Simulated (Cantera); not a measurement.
Charge: 1 mol Cu₂O, 5.7 mol C, 16 mol N₂, held at 0.0500 bar.

Cantera equilibrium calculation (NASA polynomials, part measured and part estimated; ideal gas, pure solids and liquids). Candidate condensed phases: C, Cu, CuO, Cu₂O; 27 gas species. The numbers say what is thermodynamically allowed, not how fast it happens.

x: gas mole fraction; n: condensed amount in mol.

| T (K) | x N₂ | x CO | x Cu | x CO₂ | n C(graphite) | n Cu(s) | n Cu(l) |
|---|---|---|---|---|---|---|---|
| 1075 | 0.941 | 0.0588 | 5.11e-9 | 2.35e-5 | 4.70 | 2.00 | 0 |
| 1125 | 0.941 | 0.0588 | (withheld) | (withheld) | 4.70 | 2.00 | 0 |
| 1175 | 0.941 | 0.0588 | 1.21e-7 | 4.68e-6 | 4.70 | 2.00 | 0 |
| 1225 | 0.941 | 0.0588 | 4.84e-7 | 2.32e-6 | 4.70 | 2.00 | 0 |
| 1275 | 0.941 | 0.0588 | 1.73e-6 | 1.21e-6 | 4.70 | 2.00 | 0 |
| 1325 | 0.941 | 0.0588 | 5.62e-6 | 6.68e-7 | 4.70 | 2.00 | 0 |
| 1375 | 0.941 | 0.0588 | 1.65e-5 | 3.85e-7 | 4.70 | 0 | 2.00 |
| 1425 | 0.941 | 0.0588 | 4.34e-5 | 2.31e-7 | 4.70 | 0 | 2.00 |
| 1475 | 0.941 | 0.0588 | 0.000107 | 1.44e-7 | 4.70 | 0 | 2.00 |
| 1525 | 0.941 | 0.0588 | (withheld) | (withheld) | 4.70 | 0 | 2.00 |
| 1575 | 0.941 | 0.0588 | 0.000547 | 6.11e-8 | 4.70 | 0 | 1.99 |
| 1625 | 0.940 | 0.0588 | 0.00114 | 4.15e-8 | 4.70 | 0 | 1.98 |
| 1675 | 0.939 | 0.0587 | 0.00228 | 2.89e-8 | 4.70 | 0 | 1.96 |
| 1725 | 0.937 | 0.0586 | 0.00438 | 2.05e-8 | 4.70 | 0 | 1.93 |

### Question
Complete the blanks.

### Answer

- 1125, x Cu: 2.67e-8
- 1125, x CO₂: 1.01e-5
- 1525, x Cu: 0.000249
- 1525, x CO₂: 9.24e-8
